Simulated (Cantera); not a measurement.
A freely propagating, adiabatic, planar premixed flame of CH₄ : C₂H₆ : C₃H₈ : O₂ : N₂ : H₂O = 1 : 1 : 0.87 : 14.3 : 53.7 : 13 (molar parts), unburnt at 550 K and 960000 Pa; mixture-averaged transport, grid criteria slope 0.08 and curve 0.16, no radiation.

Detailed kinetics in Cantera: GRI-Mech 3.0 (53 species, 325 reactions). GRI-Mech 3.0 was tuned for natural gas; its chemistry of propane as a main component is partial and can be far from experiment. Burning velocities carry a grid error of a few per cent, more on coarse grids.

x: mole fraction of selected species; z is measured from the peak of heat release.

```json
[
 {"z (mm)": "-0.473", "T (K)": "552", "u (m/s)": "0.157", "x CH₄": "0.0119", "x C₂H₆": "0.0119", "x C₃H₈": "0.0104", "x NO₂": "<1e-8", "x C₂H": "<1e-8", "x OH": "<1e-8"},
 {"z (mm)": "-0.315", "T (K)": "563", "u (m/s)": "0.160", "x CH₄": "0.0118", "x C₂H₆": "0.0119", "x C₃H₈": "0.0104", "x NO₂": "<1e-8", "x C₂H": "<1e-8", "x OH": "<1e-8"},
 {"z (mm)": "-0.236", "T (K)": "592", "u (m/s)": "0.168", "x CH₄": "0.0114", "x C₂H₆": "0.0117", "x C₃H₈": "0.0103", "x NO₂": "<1e-8", "x C₂H": "<1e-8", "x OH": "<1e-8"},
 {"z (mm)": "-0.158", "T (K)": "698", "u (m/s)": "0.199", "x CH₄": "0.0103", "x C₂H₆": "0.0109", "x C₃H₈": "0.00989", "x NO₂": "4.00e-8", "x C₂H": "<1e-8", "x OH": "<1e-8"},
 {"z (mm)": "-0.0788", "T (K)": "1026", "u (m/s)": "0.296", "x CH₄": "0.00691", "x C₂H₆": "0.00704", "x C₃H₈": "0.00685", "x NO₂": "1.34e-7", "x C₂H": "<1e-8", "x OH": "2.63e-7"},
 {"z (mm)": "-0.0394", "T (K)": "1310", "u (m/s)": "0.381", "x CH₄": "0.00391", "x C₂H₆": "0.00264", "x C₃H₈": "0.00248", "x NO₂": "1.17e-7", "x C₂H": "<1e-8", "x OH": "2.11e-5"},
 {"z (mm)": "0", "T (K)": "1594", "u (m/s)": "0.465", "x CH₄": "?", "x C₂H₆": "?", "x C₃H₈": "?", "x NO₂": "?", "x C₂H": "?", "x OH": "?"},
 {"z (mm)": "0.0394", "T (K)": "1725", "u (m/s)": "0.500", "x CH₄": "?", "x C₂H₆": "?", "x C₃H₈": "<1e-8", "x NO₂": "1.03e-8", "x C₂H": "?", "x OH": "0.00120"},
 {"z (mm)": "0.0788", "T (K)": "1772", "u (m/s)": "0.512", "x CH₄": "1.12e-6", "x C₂H₆": "<1e-8", "x C₃H₈": "<1e-8", "x NO₂": "1.00e-8", "x C₂H": "<1e-8", "x OH": "0.00124"},
 {"z (mm)": "0.158", "T (K)": "1800", "u (m/s)": "0.519", "x CH₄": "<1e-8", "x C₂H₆": "<1e-8", "x C₃H₈": "<1e-8", "x NO₂": "<1e-8", "x C₂H": "<1e-8", "x OH": "0.000889"},
 {"z (mm)": "0.315", "T (K)": "1809", "u (m/s)": "0.521", "x CH₄": "<1e-8", "x C₂H₆": "<1e-8", "x C₃H₈": "<1e-8", "x NO₂": "<1e-8", "x C₂H": "<1e-8", "x OH": "0.000563"},
 {"z (mm)": "0.630", "T (K)": "1810", "u (m/s)": "0.522", "x CH₄": "<1e-8", "x C₂H₆": "<1e-8", "x C₃H₈": "<1e-8", "x NO₂": "<1e-8", "x C₂H": "<1e-8", "x OH": "0.000472"},
 {"z (mm)": "1.26", "T (K)": "1810", "u (m/s)": "0.522", "x CH₄": "<1e-8", "x C₂H₆": "<1e-8", "x C₃H₈": "<1e-8", "x NO₂": "<1e-8", "x C₂H": "<1e-8", "x OH": "0.000467"}
]
```

Q: What belongs in the gaps?

A: 
- 0, x CH₄: 0.000870
- 0, x C₂H₆: 8.19e-5
- 0, x C₃H₈: 4.46e-5
- 0, x NO₂: 2.53e-8
- 0, x C₂H: 2.20e-8
- 0, x OH: 0.000405
- 0.0394, x CH₄: 3.82e-5
- 0.0394, x C₂H₆: 5.99e-8
- 0.0394, x C₂H: 1.36e-8
